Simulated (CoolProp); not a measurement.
Ethylene along the isobar 8.64 MPa: fugacity coefficient from the reference equation and from simpler models built on Tc = 282.4 K, pc = 5.042 MPa, ω = 0.087; each cubic takes its own stable root.

Computed with CoolProp (reference Helmholtz-energy equation of state, Smukala 2000).

| T (K) | phase | reference | van der Waals | Soave-Redlich-Kwong | Peng-Robinson |
|---|---|---|---|---|---|
| 115 | liquid | 0.0001196 | 0.006338 | 0.0001215 | 0.0001363 |
| 136.8 | liquid | 0.001432 | 0.02126 | 0.001432 | 0.001495 |
| 158.7 | liquid | 0.007977 | 0.05086 | 0.007987 | 0.007999 |
| 180.5 | liquid | 0.02730 | 0.09736 | 0.02755 | 0.02692 |
| 202.3 | liquid | 0.06811 | 0.1607 | 0.06933 | 0.06680 |
| 224.2 | liquid | 0.1368 | 0.2387 | 0.1402 | 0.1341 |
| 246 | liquid | 0.2335 | 0.3270 | 0.2402 | 0.2288 |
| 267.9 | liquid | 0.3537 | 0.4214 | 0.3633 | 0.3458 |
| 289.7 | supercritical | 0.4844 | 0.5154 | 0.4941 | 0.4704 |
| 311.5 | supercritical | 0.6034 | 0.6024 | 0.6095 | 0.5805 |
| 333.4 | supercritical | 0.6873 | 0.6739 | 0.6929 | 0.6611 |
| 355.2 | supercritical | 0.7474 | 0.7274 | 0.7542 | 0.7214 |
| 377.1 | supercritical | 0.7940 | 0.7692 | 0.8023 | 0.7693 |
| 398.9 | supercritical | 0.8309 | 0.8027 | 0.8405 | 0.8080 |
| 420.7 | supercritical | 0.8609 | 0.8303 | 0.8717 | 0.8399 |
